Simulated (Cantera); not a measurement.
A perfectly stirred reactor is fed with H2 : O2 = 0.15 : 1 (molar parts), equivalence ratio 0.075, at 0.0263 atm; it is held at 1000 K, and followed from long to short residence time.

Detailed kinetics in Cantera: the H2/O2 subset of GRI-Mech 3.0, which has no nitrogen chemistry. Radical loss at walls, strong at low pressure, is not modelled. The temperature is held fixed by assumption; the heat of reaction is taken as removed at once.

x: mole fraction; the columns are a selection and need not sum to one.

```csv
τ (s),x H2,x O2,x H,x HO2,x H2O2
4.5,0.000316,0.860,1.49e-5,4.83e-6,3.22e-7
1.0,0.000784,0.860,6.69e-5,8.69e-6,4.52e-7
0.22,0.00188,0.859,0.000300,1.39e-5,6.06e-7
0.049,(withheld),0.857,(withheld),(withheld),(withheld)
0.011,0.00980,0.851,0.00526,2.35e-5,9.12e-7
0.0024,(withheld),0.841,(withheld),2.39e-5,9.35e-7
0.00052,0.0549,0.837,0.0267,1.96e-5,8.27e-7
```

**Question.** What belongs in the gaps?

**Answer.** 
- 0.049, x H2: 0.00433
- 0.049, x H: 0.00130
- 0.049, x HO2: 1.95e-5
- 0.049, x H2O2: 7.75e-7
- 0.0024, x H2: 0.0226
- 0.0024, x H: 0.0172
